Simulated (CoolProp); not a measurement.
Computed with CoolProp (reference Helmholtz-energy equation of state, McLinden 2015).

### Question
Give the vapour pressure (bar), liquid density (kg/m³), vapour density (kg/m³), enthalpy of vaporisation (kJ/kg) of saturated the fluoroketone C6F12O (FK-5-1-12) at 365.3, 430.4 K.

### Answer
```csv
T (K),p (bar),liquid density (kg/m³),vapour density (kg/m³),enthalpy of vaporisation (kJ/kg)
365.3,3.67,1370,45.5,73.5
430.4,15.1,979,260,34.5
```
